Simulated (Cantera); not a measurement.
A freely propagating, adiabatic, planar premixed flame of H2 : O2 : N2 = 1 : 0.588 : 1.53 (molar parts), equivalence ratio 0.85, unburnt at 700 K and 5180 Torr; mixture-averaged transport, grid criteria slope 0.08 and curve 0.16, no radiation.

Computed with Cantera and the H2/O2 subset of GRI-Mech 3.0, which has no nitrogen chemistry. The hydrogen kinetics of GRI-Mech 3.0 are dated; newer H2 mechanisms differ, most at raised pressure. Burning velocities carry a grid error of a few per cent, more on coarse grids.

Problem. How do the results move with these cheaper or finer settings: unity-Lewis-number transport; multicomponent transport; multicomponent+Soret transport; grid criteria slope 0.5, curve 1; grid criteria slope 0.25, curve 0.5; grid criteria slope 0.03, curve 0.06?

Solution. 
```tsv
setting	laminar burning velocity	thermal thickness	peak x(H2O2)	peak x(OH)	grid points
as above	1150 cm/s	0.0366 mm	8.00e-5	0.0306	111
unity-Lewis-number transport	881 cm/s	0.0293 mm	4.83e-5	0.0313	109
multicomponent transport	1130 cm/s	0.0363 mm	8.01e-5	0.0306	111
multicomponent+Soret transport	1060 cm/s	0.0358 mm	8.51e-5	0.0303	111
grid criteria slope 0.5, curve 1	1400 cm/s	0.0462 mm	5.61e-5	0.0307	37
grid criteria slope 0.25, curve 0.5	1260 cm/s	0.0406 mm	7.14e-5	0.0308	48
grid criteria slope 0.03, curve 0.06	1130 cm/s	0.0358 mm	8.20e-5	0.0305	239
```
Unity Lewis numbers drop preferential diffusion, which matters most where H2 and H carry the flame; Soret adds thermal diffusion.
